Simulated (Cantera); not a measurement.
A perfectly stirred reactor is fed with NO : N2 = 1 : 0.84 (molar parts), at 0.510 bar; it is held at 1723 K, and followed from long to short residence time.

Detailed kinetics in Cantera: GRI-Mech 3.0 (53 species, 325 reactions).

Task: What does this change do: pressure from 0.510 bar to 18.8 Torr?

Result: 
```csv
quantity,before,after
x(NO) at τ = 1.20 s,0.506,0.541
x(NO2) at τ = 1.20 s,0.000347,3.23e-5
x(O2) at τ = 1.20 s,0.0185,0.00107
x(N2) at τ = 1.20 s,0.475,0.458
x(O) at τ = 1.20 s,1.27e-5,3.63e-5
x(NO) at τ = 15.0 ms,0.543,0.543
x(NO2) at τ = 15.0 ms,0.000132,4.06e-6
x(O2) at τ = 15.0 ms,0.000152,9.83e-7
x(N2) at τ = 15.0 ms,0.457,0.457
x(O) at τ = 15.0 ms,5.12e-6,8.82e-6
```
Radical loss at walls, strong at low pressure, is not modelled.

Task: What does this change do: 0.0079 parts H2O added?

Result: 
| quantity | before | after |
|---|---|---|
| x(NO) at τ = 1.20 s | 0.506 | 0.504 |
| x(NO2) at τ = 1.20 s | 0.000347 | 0.000336 |
| x(O2) at τ = 1.20 s | 0.0185 | 0.0183 |
| x(N2) at τ = 1.20 s | 0.475 | 0.473 |
| x(O) at τ = 1.20 s | 1.27e-5 | 1.23e-5 |
| x(NO) at τ = 15.0 ms | 0.543 | 0.541 |
| x(NO2) at τ = 15.0 ms | 0.000132 | 0.000101 |
| x(O2) at τ = 15.0 ms | 0.000152 | 0.000161 |
| x(N2) at τ = 15.0 ms | 0.457 | 0.455 |
| x(O) at τ = 15.0 ms | 5.12e-6 | 4.06e-6 |
